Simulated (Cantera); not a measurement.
Charge: 1 mol Cu, 0.55 mol F2, 0.21 mol N2.

Points: T (K) = 873, 923, 973, 1023, 1073, 1123, 1173, 1223, 1273, 1323, 1373, 1423, 1473; P (Pa) = 1, 3.6, 13, 46, 170, 600, 2200, 7700, 28000, 100000.

Cantera's Mixture.equilibrate('TP', solver="vcs", rtol=1e-11, max_steps=5000) on the NASA tables stopped like this:

```
ERROR: FAILURE its = 5001!

*******************************************************************************
CanteraError thrown by MultiPhase::equilibrate:
VCS solver failed. Return code: -1
*******************************************************************************
```

### Question
What got this run through?

### Answer
Several could match; the one computed here: The failure is numerical, not chemical. The same input converged with solver="gibbs", rtol=1e-10, max_steps=50000, and the result passed a check of the equilibrium conditions:
```
    873          1  Cu(cr) + CuF2(s)
    923          1  Cu(cr) + CuF2(s)
    973          1  Cu(cr)
   1023          1  Cu(cr)
   1073          1  gas only
   1123          1  gas only
   1173          1  gas only
   1223          1  gas only
   1273          1  gas only
   1323          1  gas only
   1373          1  gas only
   1423          1  gas only
   1473          1  gas only
    873        3.6  Cu(cr) + CuF2(s)
    923        3.6  Cu(cr) + CuF2(s)
    973        3.6  Cu(cr) + CuF2(s)
   1023        3.6  Cu(cr)
   1073        3.6  Cu(cr)
   1123        3.6  gas only
   1173        3.6  gas only
   1223        3.6  gas only
   1273        3.6  gas only
   1323        3.6  gas only
   1373        3.6  gas only
   1423        3.6  gas only
   1473        3.6  gas only
    873         13  Cu(cr) + CuF2(s)
    923         13  Cu(cr) + CuF2(s)
    973         13  Cu(cr) + CuF2(s)
   1023         13  Cu(cr) + CuF2(s)
   1073         13  Cu(cr)
   1123         13  Cu(cr)
   1173         13  gas only
   1223         13  gas only
   1273         13  gas only
   1323         13  gas only
   1373         13  gas only
   1423         13  gas only
   1473         13  gas only
    873         46  Cu(cr) + CuF2(s)
    923         46  Cu(cr) + CuF2(s)
    973         46  Cu(cr) + CuF2(s)
   1023         46  Cu(cr) + CuF2(s)
   1073         46  Cu(cr) + CuF2(s)
   1123         46  Cu(cr)
   1173         46  Cu(cr)
   1223         46  Cu(cr)
   1273         46  gas only
   1323         46  gas only
   1373         46  gas only
   1423         46  gas only
   1473         46  gas only
    873        170  Cu(cr) + CuF2(s)
    923        170  Cu(cr) + CuF2(s)
    973        170  Cu(cr) + CuF2(s)
   1023        170  Cu(cr) + CuF2(s)
   1073        170  Cu(cr) + CuF2(s)
   1123        170  Cu(cr) + CuF2(L)
   1173        170  Cu(cr)
   1223        170  Cu(cr)
   1273        170  Cu(cr)
   1323        170  gas only
   1373        170  gas only
   1423        170  gas only
   1473        170  gas only
    873        600  Cu(cr) + CuF2(s)
    923        600  Cu(cr) + CuF2(s)
    973        600  Cu(cr) + CuF2(s)
   1023        600  Cu(cr) + CuF2(s)
   1073        600  Cu(cr) + CuF2(s)
   1123        600  Cu(cr) + CuF2(L)
   1173        600  Cu(cr) + CuF2(L)
   1223        600  Cu(cr) + CuF2(L)
   1273        600  Cu(cr)
   1323        600  Cu(cr)
   1373        600  Cu(L)
   1423        600  gas only
   1473        600  gas only
    873       2200  Cu(cr) + CuF2(s)
    923       2200  Cu(cr) + CuF2(s)
    973       2200  Cu(cr) + CuF2(s)
   1023       2200  Cu(cr) + CuF2(s)
   1073       2200  Cu(cr) + CuF2(s)
   1123       2200  Cu(cr) + CuF2(L)
   1173       2200  Cu(cr) + CuF2(L)
   1223       2200  Cu(cr) + CuF2(L)
   1273       2200  Cu(cr) + CuF2(L)
   1323       2200  Cu(cr) + CuF2(L)
   1373       2200  Cu(L)
   1423       2200  Cu(L)
   1473       2200  Cu(L)
    873       7700  Cu(cr) + CuF2(s)
    923       7700  Cu(cr) + CuF2(s)
    973       7700  Cu(cr) + CuF2(s)
   1023       7700  Cu(cr) + CuF2(s)
   1073       7700  Cu(cr) + CuF2(s)
   1123       7700  Cu(cr) + CuF2(L)
   1173       7700  Cu(cr) + CuF2(L)
   1223       7700  Cu(cr) + CuF2(L)
   1273       7700  Cu(cr) + CuF2(L)
   1323       7700  Cu(cr) + CuF2(L)
   1373       7700  Cu(L) + CuF2(L)
   1423       7700  Cu(L) + CuF2(L)
   1473       7700  Cu(L)
    873    2.8e+04  Cu(cr) + CuF2(s)
    923    2.8e+04  Cu(cr) + CuF2(s)
    973    2.8e+04  Cu(cr) + CuF2(s)
   1023    2.8e+04  Cu(cr) + CuF2(s)
   1073    2.8e+04  Cu(cr) + CuF2(s)
   1123    2.8e+04  Cu(cr) + CuF2(L)
   1173    2.8e+04  Cu(cr) + CuF2(L)
   1223    2.8e+04  Cu(cr) + CuF2(L)
   1273    2.8e+04  Cu(cr) + CuF2(L)
   1323    2.8e+04  Cu(cr) + CuF2(L)
   1373    2.8e+04  Cu(L) + CuF2(L)
   1423    2.8e+04  Cu(L) + CuF2(L)
   1473    2.8e+04  Cu(L) + CuF2(L)
    873      1e+05  Cu(cr) + CuF2(s)
    923      1e+05  Cu(cr) + CuF2(s)
    973      1e+05  Cu(cr) + CuF2(s)
   1023      1e+05  Cu(cr) + CuF2(s)
   1073      1e+05  Cu(cr) + CuF2(s)
   1123      1e+05  Cu(cr) + CuF2(L)
   1173      1e+05  Cu(cr) + CuF2(L)
   1223      1e+05  Cu(cr) + CuF2(L)
   1273      1e+05  Cu(cr) + CuF2(L)
   1323      1e+05  Cu(cr) + CuF2(L)
   1373      1e+05  Cu(L) + CuF2(L)
   1423      1e+05  Cu(L) + CuF2(L)
   1473      1e+05  Cu(L) + CuF2(L)
```

The gas is ideal and each condensed phase is pure. Each liquid is taken as pure. Mutual solubility and eutectic melting of coexisting phases are not modelled.
